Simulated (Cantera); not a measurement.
Charge: 1 mol Nb, 0.57 mol H2O, held at 1350 °C and 17.0 Pa.

Method: chemical equilibrium by Gibbs-energy minimisation in Cantera with the NASA 1993 tables (ideal gas, pure condensed phases). Candidate condensed phases: H2O, Nb, NbO, NbO2, Nb2O5; 12 gas species. Mutual solubility and eutectic melting of coexisting phases are not modelled. NbO: taken at fixed stoichiometry. Condensed phases not in the tables: N, O or C dissolved in the metal. The numbers say what is thermodynamically allowed, not how fast it happens.

### Question
What is the equilibrium state?

### Answer
```
Property                                 Value
----------------------------------  ----------
x(H2)                                    0.995
x(H)                                   0.00529
x(H2O)                                0.000162
n(Nb(s))                             0.430 mol
n(NbO(s))                            0.570 mol
gas amount                          0.5715 mol
log10 activity of NbO2(s) (absent)       -1.24
```
